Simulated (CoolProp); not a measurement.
A single-stage vapour-compression cycle with the fluid: evaporating at 255.15 K (dew point), condensing at 297.15 K (bubble point), superheat 8 K, subcooling 8 K, compressor efficiency 0.85, no pressure losses. The same conditions are run with several fluids, on thermodynamics alone (safety and materials aside).

The numbers come from the reference Helmholtz-energy equation of state of each fluid (hydrogen sulfide: Lemmon 2006; R142b: Lemmon 2006; n-perfluorobutane: Gao 2022; R22: Kamei 1995; C3F8 (R218): Lemmon 2006; R245ca: Zhou 2016) in CoolProp.

```
fluid              cooling COP  pressure ratio  discharge temperature (K)  refrigerating effect (kJ/kg)  volumetric capacity (kJ/m³)
-----------------  -----------  --------------  -------------------------  ----------------------------  ---------------------------
hydrogen sulfide          4.35            3.36                      369.6                           ___                         4200
R142b                     4.66            4.70                        ___                           ___                          632
n-perfluorobutane         4.23            5.10                      297.2                          71.6                          406
R22                       4.50             ___                      335.7                           184                         2050
C3F8 (R218)               4.11            3.83                      297.1                          67.7                         1390
R245ca                    4.69            7.26                        ___                           189                          155
```

Task: Complete the blanks.

Result: 
- hydrogen sulfide, refrigerating effect (kJ/kg): 429
- R142b, discharge temperature (K): 318.5
- R142b, refrigerating effect (kJ/kg): 192
- R22, pressure ratio: 3.84
- R245ca, discharge temperature (K): 311.6

The compression ends wet for: n-perfluorobutane; C3F8 (R218).
